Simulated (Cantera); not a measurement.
**Thermodynamics of iron carbonyl, mercury and lead vapours, feed HgO + H2**

Feed: 1 mol HgO, a varied amount of H2, equilibrated at 1327 °C and 93.0 mbar.

Equilibrium computed with Cantera from the NASA thermochemical tables; the gas is ideal and each condensed phase is pure. Candidate condensed phases: H2O, Hg, HgO; 10 gas species. The numbers say what is thermodynamically allowed, not how fast it happens.

```csv
n(H2) (mol),x H2,x Hg,x H2O,x H,x OH
2.5,0.428,0.286,0.286,0.000117,3.05e-6
3.5,0.555,0.222,0.222,0.000133,2.08e-6
4.8,0.655,0.172,0.172,0.000144,1.49e-6
6.6,0.737,0.132,0.132,0.000153,1.07e-6
9.1,0.802,0.0990,0.0990,0.000160,7.72e-7
13,0.857,0.0714,0.0714,0.000165,5.39e-7
17,0.889,0.0556,0.0556,0.000168,4.11e-7
24,0.920,0.0400,0.0400,0.000171,2.91e-7
33,0.941,0.0294,0.0294,0.000173,2.12e-7
45,0.956,0.0217,0.0217,0.000174,1.55e-7
62,0.968,0.0159,0.0159,0.000175,1.13e-7
```
x: gas mole fraction; nothing condenses.

From 2.5 mol H2 to 62 mol H2 nothing is condensed. The main Hg-bearing gas is Hg throughout.
